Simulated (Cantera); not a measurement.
## NO annealing gas

An isothermal, constant-pressure homogeneous reactor starts with 65.4 % NO, 34.6 % N2, at 2100 K and 0.0132 atm.

Detailed kinetics in Cantera: GRI-Mech 3.0 (53 species, 325 reactions). Radical loss at walls, strong at low pressure, is not modelled.

| t (s) | x NO | x O2 | x NO2 | x N2O | x O | x N2 |
|---|---|---|---|---|---|---|
| 5.00e-6 | 0.654 | 3.45e-12 | 1.38e-12 | 6.60e-8 | 6.61e-8 | 0.346 |
| 1.88e-5 | 0.654 | 4.88e-11 | 1.95e-11 | 2.48e-7 | 2.48e-7 | 0.346 |
| 7.07e-5 | 0.654 | 6.92e-10 | 2.74e-10 | 9.32e-7 | 9.36e-7 | 0.346 |
| 0.000266 | 0.654 | 9.82e-9 | 3.78e-9 | 3.48e-6 | 3.54e-6 | 0.346 |
| 0.00100 | 0.654 | 1.41e-7 | 4.91e-8 | 1.28e-5 | 1.36e-5 | 0.346 |
| 0.00376 | 0.653 | 2.11e-6 | 5.23e-7 | 4.43e-5 | 5.44e-5 | 0.346 |
| 0.0141 | 0.653 | 3.54e-5 | 3.52e-6 | 0.000122 | 0.000241 | 0.346 |
| 0.0532 | 0.651 | 0.000627 | 1.17e-5 | 0.000172 | 0.000957 | 0.347 |
| 0.200 | 0.638 | 0.00652 | 2.10e-5 | 0.000135 | 0.00193 | 0.354 |
| 0.752 | 0.576 | 0.0370 | 3.86e-5 | 9.37e-5 | 0.00288 | 0.384 |
| 2.83 | 0.328 | 0.159 | 4.75e-5 | 2.31e-5 | 0.00500 | 0.507 |
| 10.6 | 0.0399 | 0.302 | 8.12e-6 | 3.28e-7 | 0.00666 | 0.651 |
| 40.0 | 0.0114 | 0.317 | 2.38e-6 | 6.74e-8 | 0.00681 | 0.665 |
x: mole fraction; the columns are a selection and need not sum to one.

Equilibrium at this temperature and pressure: NO 0.0113, O2 0.317, NO2 2.35e-6, N2O 6.68e-8, O 0.00682, N2 0.665 (gas phase only).
